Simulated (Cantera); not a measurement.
A freely propagating, adiabatic, planar premixed flame of C₃H₈ : O₂ : N₂ = 1 : 3.33 : 12.5 (molar parts), equivalence ratio 1.5, unburnt at 325 K and 34000 Pa; multicomponent+Soret transport, grid criteria slope 0.08 and curve 0.16, no radiation.

Detailed kinetics in Cantera: GRI-Mech 3.0 (53 species, 325 reactions). GRI-Mech 3.0 was tuned for natural gas; its chemistry of propane as a main component is partial and can be far from experiment. Burning velocities carry a grid error of a few per cent, more on coarse grids.

**Question.** Predict: laminar burning velocity; thermal thickness; peak x(CH₂O); peak x(CO); peak x(H₂).

**Answer.** 
```json
{
 "laminar_burning_velocity": "33.6 cm/s",
 "thermal_thickness": "1.31 mm",
 "peak x(CH₂O)": "0.00157",
 "peak x(CO)": "0.111",
 "peak x(H₂)": "0.0693"
}
```
